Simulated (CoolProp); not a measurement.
A closed Brayton cycle with carbon dioxide: compressor inlet 328.15 K and 9.8 MPa, high pressure 32.5 MPa, turbine inlet 790 K, compressor efficiency 0.8, turbine efficiency 0.9, recuperator effectiveness 0.95 (on enthalpy, no pinch check). Each further row changes one setting.

Values from CoolProp's reference Helmholtz-energy equation of state, Span 1996.

```json
[
 {"case": "as stated", "thermal efficiency (%)": "33.0", "net work (kJ/kg)": "83.6", "compressor to turbine work": "0.43", "compressor exit (K)": "420.0", "turbine exit (K)": "650.3"},
 {"case": "turbine inlet 740 K", "thermal efficiency (%)": "30.2", "net work (kJ/kg)": "72.3", "compressor to turbine work": "0.47", "compressor exit (K)": "420.0", "turbine exit (K)": "605.2"},
 {"case": "compressor inlet 338.15 K", "thermal efficiency (%)": "30.6", "net work (kJ/kg)": "73.6", "compressor to turbine work": "0.50", "compressor exit (K)": "442.7", "turbine exit (K)": "650.3"},
 {"case": "high pressure 27.6 MPa", "thermal efficiency (%)": "33.0", "net work (kJ/kg)": "76.6", "compressor to turbine work": "0.41", "compressor exit (K)": "406.9", "turbine exit (K)": "668.7"},
 {"case": "recuperator effectiveness 0.5", "thermal efficiency (%)": "22.3", "net work (kJ/kg)": "83.6", "compressor to turbine work": "0.43", "compressor exit (K)": "420.0", "turbine exit (K)": "650.3"}
]
```
